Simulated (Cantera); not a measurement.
# Silicon oxide and oxynitride deposition: SiH2Cl2 + O2 + H2 + NO

Charge: 1 mol SiH2Cl2, 1.5 mol O2, 16 mol H2, 0.98 mol NO, at 775 K and 100000 Pa.

These are equilibrium values from Cantera (NASA tables, ideal gas, pure condensed phases), not measurements of a reactor. Candidate condensed phases: H2O, NH4Cl, Si, SiO2, Si2N2O, Si3N4; 47 gas species. Kinetics and transport are ignored.

The x(H2) is 0.758, the x(HCl) comes out as 0.108 and the x(H2O) comes out as 0.107. The x(N2) is 0.0263. The x(NH3) is 0.000415 and the n(SiO2(α-quartz)) comes out as 1.00 mol. The gas amount is 18.48 mol and the log10 activity of Si(s) (absent) comes out as -22.58.
